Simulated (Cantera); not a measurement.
Feed: 1 mol PbO, 0.011 mol O₂, 1.7 mol N₂, 3.8 mol H₂, at 100 Pa.

These are equilibrium values from Cantera (NASA tables, ideal gas, pure condensed phases), not measurements of a reactor. Candidate condensed phases: H₂O, Pb, PbO, PbO₂, Pb₃O₄; 27 gas species. Equilibrium is a limit: real reactors are often held back by kinetics, nucleation or transport.

log p: log10 of the partial pressure in bar; n: condensed amount in mol.

```tsv
T (K)	log p H₂	log p N₂	log p H₂O	log p Pb	log p NH₃	log p H	log p PbO	n Pb(s)	n Pb(l)
600	-3.30	-3.51	-3.73	-11.29	-8.08	<-15	<-15	1.00	0
650	-3.30	-3.51	-3.73	-10.03	-8.43	<-15	<-15	0	1.000
700	-3.30	-3.51	-3.73	-8.95	-8.73	<-15	<-15	0	1.000
750	-3.30	-3.51	-3.73	-8.02	-8.99	-14.15	<-15	0	1.000
800	-3.30	-3.51	-3.73	-7.21	-9.22	-13.19	-14.79	0	1.000
850	-3.30	-3.51	-3.73	-6.50	-9.43	-12.34	-13.61	0	0.998
900	-3.30	-3.51	-3.73	[?]	[?]	[?]	[?]	0	0.992
950	-3.30	-3.51	-3.73	-5.30	-9.79	-10.90	-11.63	0	0.972
1000	-3.30	-3.52	-3.74	[?]	[?]	[?]	[?]	0	0.909
1050	-3.32	-3.53	-3.75	-4.33	-10.11	-9.75	-10.02	0	0.732
1100	-3.35	-3.57	-3.79	-3.92	-10.31	-9.26	-9.33	0	0.242
1150	-3.37	-3.58	-3.80	-3.81	-10.46	-8.81	-8.97	0	0
1200	-3.37	-3.58	-3.80	-3.81	-10.56	-8.39	-8.74	0	0
```

Problem. Fill in the missing entries.

Solution. 
- 900, log p Pb: -5.86
- 900, log p NH₃: -9.62
- 900, log p H: -11.58
- 900, log p PbO: -12.56
- 1000, log p Pb: -4.79
- 1000, log p NH₃: -9.95
- 1000, log p H: -10.30
- 1000, log p PbO: -10.78
